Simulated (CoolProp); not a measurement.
Properties of fluorine along the isobar 4.23 MPa.

Computed with CoolProp (reference Helmholtz-energy equation of state, de Reuck 1990).

```csv
T (K),phase,density (kg/m³),cv (kJ/(kg K))
74.4,liquid,1582,0.8561
97,liquid,1428,0.7904
119.6,liquid,1235,0.7340
142.1,gas,229.5,0.7567
164.7,gas,147.0,0.6304
187.2,gas,117.8,0.6052
209.8,gas,100.2,0.5952
232.3,gas,87.95,0.5930
254.9,gas,78.72,0.5955
277.4,gas,71.46,0.6011
300,gas,65.50,0.6084
```
